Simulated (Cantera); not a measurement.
A closed system holds: 1 mol Ti(OiPr)₄, a varied amount of O₂, 5.3 mol H₂, 0.34 mol C₃H₈, equilibrated at 0.133 bar.

Cantera equilibrium calculation (NASA polynomials, part measured and part estimated; ideal gas, pure solids and liquids). Candidate condensed phases: C, C₆H₆, C₇H₈, C₈H₁₈, H₂O, Ti, TiC, TiO, TiO₂, Ti₂O₃, Ti₃O₅, Ti₄O₇; 113 gas species. The feed counts by its element totals alone. Mutual solubility and eutectic melting of coexisting phases are not modelled. TiC: taken at fixed stoichiometry. Condensed phases not in the tables: Magnéli phases beyond Ti₄O₇. Rates play no part.

Stable condensed phases, one row left out:

```
T in K \ n(O₂) in mol
         0.073  0.15  0.31  0.65   1.3   2.8   5.7
   2175      A     A     A     A     A     A     B
   2075      A     A     A     A     A     A     C
   1875      A     A     A     A     A     A     B
   1775      A     A     A     A     A     A     B
   1675      A     A     A     A     A     A     C
   1575      A     A     A     A     A     A     C
   1475      A     A     A     A     A     A     D
   1375      A     A     A     A     A     E     D
   1275      F     F     F     F     F     F     D
   1175      G     G     G     G     H     H     D
   1075      H     H     H     H     H     H     D
```

A: C + TiC; B: Ti₃O₅; C: Ti₄O₇; D: TiO₂; E: C + TiC + Ti₃O₅; F: C + Ti₃O₅; G: C + Ti₄O₇; H: C + TiO₂.

**Question.** Give the row for 1975 K.

**Answer.** 0.073: C + TiC; 0.15: C + TiC; 0.31: C + TiC; 0.65: C + TiC; 1.3: C + TiC; 2.8: C + TiC; 5.7: Ti₃O₅.
